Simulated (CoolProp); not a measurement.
Vapour-liquid equilibrium of ethylene (1) + 1-butene (2) at 244.1 K; x and y are mole fractions of (1).

Model: multi-fluid Helmholtz-energy mixture model, Smukala 2000 and Lemmon 2005; pair parameters Bell 2016, in CoolProp.

```
x     bubble pressure, mixture model (bar)  bubble pressure, Raoult's law (bar)  y, mixture model  y, Raoult's law
----  ------------------------------------  -----------------------------------  ----------------  ---------------
0.05                                   ___                                1.354             0.699            0.734
0.15                                   ___                                3.304               ___            0.902
0.25                                 4.737                                5.254               ___            0.946
0.35                                 6.538                                7.204             0.952            0.966
0.45                                 8.378                                9.154               ___            0.977
0.55                                 10.26                                11.10             0.975            0.985
0.65                                 12.18                                13.05               ___            0.990
0.75                                 14.17                                15.00             0.987            0.994
0.85                                 16.27                                16.95             0.992            0.997
0.95                                   ___                                18.90             0.997            0.999
```

Question: What belongs in the gaps?

Answer: 
- 0.05, bubble pressure, mixture model (bar): 1.238
- 0.15, bubble pressure, mixture model (bar): 2.973
- 0.15, y, mixture model: 0.880
- 0.25, y, mixture model: 0.929
- 0.45, y, mixture model: 0.965
- 0.65, y, mixture model: 0.982
- 0.95, bubble pressure, mixture model (bar): 18.57

The largest gap from Raoult's law is -10.0 % in bubble pressure, at x = 0.15. No azeotrope shows between x = 0.05 and 0.95.

Pair parameters are fitted to limited data, so mixtures are less certain than the pure fluids.
